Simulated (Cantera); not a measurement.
Feed: 1 mol Si2Cl6, 260 mol H2, equilibrated at 650 °C and 0.400 bar.

Method: chemical equilibrium by Gibbs-energy minimisation in Cantera with the NASA 1993 tables (ideal gas, pure condensed phases). The feed counts by its element totals alone. The tables' values for SiCl3 are old estimates; treat these amounts as uncertain. Kinetics and transport are ignored.

```json
[
 {"species": "H2", "before": "0.991", "after": "0.994"},
 {"species": "HCl", "before": "0.00297", "after": "0.00263"},
 {"species": "SiHCl3", "before": "0.00301", "after": "0.00202"},
 {"species": "SiCl4", "before": "0.00253", "after": "0.00150"},
 {"species": "SiCl3", "before": "2.84e-5", "after": "1.91e-5"},
 {"species": "SiCl2", "before": "1.28e-5", "after": "9.78e-6"},
 {"species": "SiH2Cl2", "before": "0.000350", "after": "0.000268"},
 {"species": "SiH3Cl", "before": "1.00e-5", "after": "8.72e-6"},
 {"species": "Si(s), mol", "before": "0.446", "after": "0"}
]
```
Gas species are given as mole fractions.

### Question
Name the change that produced these shifts.
(A) temperature from 650 °C to 1525 °C
(B) Si2Cl6 replaced by SiCl4
(C) temperature from 650 °C to 802 °C
(D) Si2Cl6 replaced by SiH2Cl2

### Answer
B, Si2Cl6 replaced by SiCl4
